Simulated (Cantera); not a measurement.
Feed: 1 mol SiC, 3 mol CO2, 43 mol H2, at 1.00 bar.

Cantera equilibrium calculation (NASA polynomials, part measured and part estimated; ideal gas, pure solids and liquids). Candidate condensed phases: C, C6H6, C7H8, C8H18, H2O, Si, SiC, SiO2; 123 gas species. The tables hold silica as quartz up to 1696 K and as liquid above; real silica turns to tridymite and cristobalite and melts near 1996 K. Gases not in the tables: Si(OH)4. Equilibrium is a limit: real reactors are often held back by kinetics, nucleation or transport.

### Question
Which condensed phases are stable at each of these points (T (K)): 1150, 1225, 1300, 1375, 1450, 1525, 1600, 1675, 1750, 1825, 1900, 1975, 2050?

### Answer
```
T (K)  condensed phases  Si condensed (%)
-----  ----------------  ----------------
1150     SiO2(β-quartz)             100.0
1225     SiO2(β-quartz)             100.0
1300     SiO2(β-quartz)             100.0
1375     SiO2(β-quartz)             100.0
1450     SiO2(β-quartz)             100.0
1525     SiO2(β-quartz)             100.0
1600     SiO2(β-quartz)              99.7
1675     SiO2(β-quartz)              98.4
1750    SiO2(condensed)              96.0
1825    SiO2(condensed)              91.4
1900    SiO2(condensed)              83.1
1975    SiO2(condensed)              68.4
2050            SiO2(l)              43.7
```

From 1150 K to 1675 K the condensed part is SiO2(β-quartz). From 1750 K to 1975 K the condensed part is SiO2(condensed). At 2050 K the condensed part is SiO2(l).
